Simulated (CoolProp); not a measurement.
A Linde-Hampson liquefier for carbon monoxide: isothermal reversible compression at 230 K from 1 atm to 20 MPa, throttling to 1 atm, return gas leaving the recuperator 5 K below the feed. Each further row changes one setting.

Computed with CoolProp (reference Helmholtz-energy equation of state, Lemmon 2006). It is a short technical equation, of lower accuracy than the large ones.

```json
[
 {"case": "as stated", "liquid yield per pass": "?", "compression work (kJ/kg of gas)": "348"},
 {"case": "high pressure 40 MPa", "liquid yield per pass": "?", "compression work (kJ/kg of gas)": "?"},
 {"case": "warm-end temperature 260 K", "liquid yield per pass": "?", "compression work (kJ/kg of gas)": "?"},
 {"case": "warm-end gap 10 K", "liquid yield per pass": "?", "compression work (kJ/kg of gas)": "348"}
]
```

**Question.** What belongs in the gaps?

**Answer.** 
- as stated, liquid yield per pass: 0.168
- high pressure 40 MPa, liquid yield per pass: 0.197
- high pressure 40 MPa, compression work (kJ/kg of gas): 399
- warm-end temperature 260 K, liquid yield per pass: 0.117
- warm-end temperature 260 K, compression work (kJ/kg of gas): 401
- warm-end gap 10 K, liquid yield per pass: 0.156
